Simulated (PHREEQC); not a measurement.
PHREEQC input (ion-association model, wateq4f.dat):

```
SOLUTION_MASTER_SPECIES
  An  An-  0  An  62.0  # stands for a non-complexing anion
SOLUTION_SPECIES
  An- = An-
    -log_k 0
    -gamma 3.0 0
PHASES
  Fix_H+
    H+ = H+
    -log_k 0
SOLUTION 1
  temp 25
  units mmol/kgw
  pH 7 charge
  Se(6) 0.0062
  Na 1.0124
  An 1
END
SELECTED_OUTPUT 1
  -reset false
  -pH true
  -pe true
  -ionic_strength true
  -water true
  -totals Na Se Se(-2) Se(4) Se(6)
  -molalities Hfo_wOH Hfo_wOH2+ Hfo_wO- Hfo_sOH Hfo_sOH2+ Hfo_sO- Hfo_wSeO4- Hfo_wOHSeO4-2
USER_PUNCH 1
  -headings sigma psi
  10 PUNCH EDL("sigma", "Hfo"), EDL("psi", "Hfo")
PRINT
  -reset false
USE solution 1
SURFACE 1
  Hfo_wOH 0.00561798 600 2.5
  Hfo_sOH 0.000140449
EQUILIBRIUM_PHASES 1
  Fix_H+ -3 HAn 10
    -force_equality true
  O2(g) -0.68 10
END
# ... the last block is repeated for the other 16 points of pH, with NaOH or the acid as the point needs
```

Selected output (columns that matter, 17 of 17 rows; pH added in front):

```
pH	mu	Na	Se	m_Hfo_wOH	m_Hfo_wOH2+	m_Hfo_wO-	m_Hfo_sOH	m_Hfo_sOH2+	m_Hfo_sO-	m_Hfo_wSeO4-	m_Hfo_wOHSeO4-2	sigma	psi
3	0.0043067	0.0010124	1.3986e-11	0.0012407	0.004363	8.0828e-06	3.1052e-05	0.00010919	2.0229e-07	3.7545e-06	2.4455e-06	0.2866	0.22147
3.38	0.0032418	0.0010124	1.5793e-11	0.0020585	0.0035257	2.7534e-05	5.152e-05	8.824e-05	6.8912e-07	2.6525e-06	3.5475e-06	0.23004	0.21748
3.75	0.0025714	0.0010124	2.4947e-11	0.002795	0.0027517	6.5039e-05	6.9953e-05	6.8868e-05	1.6278e-06	1.8637e-06	4.3363e-06	0.17648	0.20981
4.12	0.0021078	0.0010124	5.0583e-11	0.0033725	0.0021161	0.00012313	8.4406e-05	5.2961e-05	3.0817e-06	1.3331e-06	4.8669e-06	0.1307	0.1995
4.5	0.0017711	0.0010124	1.2872e-10	0.0037822	0.0016283	0.00020126	9.466e-05	4.0752e-05	5.0372e-06	9.8084e-07	5.219e-06	0.093362	0.1867
4.88	0.0015319	0.0010124	3.9279e-10	0.0040345	0.0012878	0.00028956	0.00010097	3.2229e-05	7.2469e-06	7.582e-07	5.4414e-06	0.065072	0.1719
5.25	0.0013667	0.0010124	1.3567e-09	0.004172	0.0010655	0.00037422	0.00010442	2.6668e-05	9.3657e-06	6.2178e-07	5.5769e-06	0.044828	0.15574
5.62	0.0012506	0.0010124	5.322e-09	0.0042434	0.00091994	0.00044841	0.0001062	2.3024e-05	1.1223e-05	5.3556e-07	5.6591e-06	0.03033	0.13807
6	0.0011688	0.0010124	2.3991e-08	0.0042789	0.00082378	0.00050915	0.00010709	2.0617e-05	1.2743e-05	4.7881e-07	5.6972e-06	0.019983	0.11864
6.38	0.0011137	0.0010124	1.1545e-07	0.0042952	0.00076234	0.00055438	0.0001075	1.9079e-05	1.3875e-05	4.3753e-07	5.647e-06	0.012958	0.098248
6.75	0.0010778	0.0010124	5.3015e-07	0.0043027	0.00072327	0.00058637	0.00010767	1.81e-05	1.4674e-05	3.8761e-07	5.2822e-06	0.0083223	0.077757
7.12	0.0010544	0.0010124	1.997e-06	0.0043071	0.0006962	0.00061044	0.00010776	1.7418e-05	1.5272e-05	2.7702e-07	3.926e-06	0.0051322	0.056876
7.5	0.0010386	0.0010124	4.464e-06	0.0043106	0.00067568	0.00062999	0.0001078	1.6897e-05	1.5755e-05	1.1118e-07	1.6248e-06	0.0027963	0.035186
7.88	0.0010259	0.0010124	5.7904e-06	0.0043121	0.00066056	0.00064487	0.00010781	1.6515e-05	1.6123e-05	2.5675e-08	3.8395e-07	0.00098332	0.013297
8.25	0.0010248	0.0010233	6.1183e-06	0.0043124	0.00064829	0.00065716	0.00010781	1.6208e-05	1.6429e-05	5.0311e-09	7.6665e-08	-0.00059506	-0.0081073
8.62	0.0010407	0.0010523	6.1844e-06	0.0043122	0.00063553	0.00067028	0.0001078	1.5888e-05	1.6757e-05	9.4286e-10	1.4655e-08	-0.002293	-0.029486
9	0.0010639	0.0010926	6.1971e-06	0.0043112	0.00061937	0.00068744	0.00010778	1.5484e-05	1.7186e-05	1.6813e-10	2.6809e-09	-0.0044887	-0.051309
```

Species that the database lacks are ignored. The oxide is taken as insoluble; below pH 4 it would dissolve.
